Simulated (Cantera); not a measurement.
# Silicon carbide growth: SiCl4 + C3H8 + H2

Feed: 1 mol SiCl4, 0.4 mol C3H8, 1 mol H2, at 2.85 Torr.

Method: chemical equilibrium by Gibbs-energy minimisation in Cantera with the NASA 1993 tables (ideal gas, pure condensed phases). Candidate condensed phases: C, C6H6, C7H8, C8H18, Si, SiC; 109 gas species. The tables' values for SiCl3, SiCl are old estimates; treat these amounts as uncertain. The numbers say what is thermodynamically allowed, not how fast it happens.

| T (K) | log p HCl | log p H2 | log p SiCl4 | log p SiCl2 | log p Cl | log p H | log p SiCl3 | log p Si | n C(graphite) | n SiC(s) |
|---|---|---|---|---|---|---|---|---|---|---|
| 998 | -2.96 | -2.70 | -3.16 | -6.41 | -10.31 | -10.02 | -5.48 | <-14 | 0.923 | 0.277 |
| 1198 | -2.67 | -2.89 | -3.46 | -4.87 | -8.01 | -8.16 | -4.64 | <-14 | 0.632 | 0.568 |
| 1398 | -2.58 | -3.05 | -4.02 | -3.96 | -6.46 | -6.85 | -4.30 | -11.43 | 0.502 | 0.698 |
| 1598 | -2.58 | -3.07 | -4.97 | -3.55 | -5.43 | -5.81 | -4.46 | -9.01 | 0.597 | 0.603 |
| 1798 | -2.63 | -3.02 | -5.98 | -3.37 | -4.69 | -4.96 | -4.78 | -7.13 | 0.744 | 0.455 |
| 1998 | -2.68 | -2.98 | -6.87 | -3.27 | -4.12 | -4.28 | -5.10 | -5.64 | 0.875 | 0.322 |
| 2198 | -2.77 | -2.98 | -7.69 | -3.25 | -3.67 | -3.74 | -5.44 | -4.41 | 1.01 | 0.167 |
log p: log10 of the partial pressure in bar; n: condensed amount in mol.

From 998 K to 2198 K the condensed part is C(graphite) + SiC(s). The main Si-bearing gas is SiCl4 at 998 K and SiCl2 at 2198 K. The share of Si in condensed phases is highest at 1398 K (69.8 %) and lowest at 2198 K (16.7 %).
